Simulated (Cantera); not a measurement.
A closed system holds: 1 mol C2H4, 2.6 mol H2O, equilibrated at 3.60 mbar.

These are equilibrium values from Cantera (NASA tables, ideal gas, pure condensed phases), not measurements of a reactor. Candidate condensed phases: C, C6H6, C7H8, C8H18, H2O; 131 gas species. Ions and electrons are included (thermal ionisation). The numbers say what is thermodynamically allowed, not how fast it happens. All values below are at 3500 K.

Base state: H 0.772, CO 0.171, O 0.0504, H2 0.00615, OH 0.000689, CO2 3.99e-5, O2 3.76e-5, H2O 1.19e-5 (mole fractions); condensed: gas only.

Problem. What changes in the equilibrium state with this change: C2H4 replaced by C?

Solution. 
```csv
species,before,after
H,0.772,0.660
O,0.0504,0.203
CO,0.171,0.129
O2,3.76e-5,0.000610
OH,0.000689,0.00237
CO2,3.99e-5,0.000122
H2O,1.19e-5,3.52e-5
```
